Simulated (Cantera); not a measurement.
An adiabatic, constant-pressure homogeneous reactor starts with H2 : O2 : N2 : NO = 1 : 1.32 : 4.95 : 0.03 (molar parts), at 1575 K and 1.00 bar.

Model: GRI-Mech 3.0 (53 species, 325 reactions), integrated in Cantera.

Q: Predict: time of steepest temperature rise; temperature at 2.00 s; equilibrium temperature; x(H2) at 2.00 s; x(O2) at 2.00 s; x(NO) at 2.00 s; x(N2) at 2.00 s; x(H2O) at 2.00 s; x(OH) at 2.00 s.

A: 
```json
{
  "time_of_steepest_temperature_rise": "12.2 µs",
  "temperature at 2.00 s": "2422 K",
  "equilibrium_temperature": "2422 K",
  "x(H2) at 2.00 s": "0.00168 (gas-phase equilibrium 0.00168)",
  "x(O2) at 2.00 s": "0.112 (gas-phase equilibrium 0.112)",
  "x(NO) at 2.00 s": "0.0140 (gas-phase equilibrium 0.0140)",
  "x(N2) at 2.00 s": "0.719 (gas-phase equilibrium 0.719)",
  "x(H2O) at 2.00 s": "0.138 (gas-phase equilibrium 0.138)",
  "x(OH) at 2.00 s": "0.0113 (gas-phase equilibrium 0.0113)"
}
```
